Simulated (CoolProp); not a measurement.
A Linde-Hampson liquefier for ethane: isothermal reversible compression at 320 K from 1 atm to 40 MPa, throttling to 1 atm, return gas leaving the recuperator 10 K below the feed. Each further row changes one setting.

Computed with CoolProp (reference Helmholtz-energy equation of state, Bücker 2006).

| case | liquid yield per pass | compression work (kJ/kg of gas) |
|---|---|---|
| as stated | 0.446 | 414 |
| high pressure 80 MPa | 0.395 | 499 |
| warm-end temperature 350 K | 0.376 | 482 |
| warm-end gap 15 K | 0.439 | 414 |
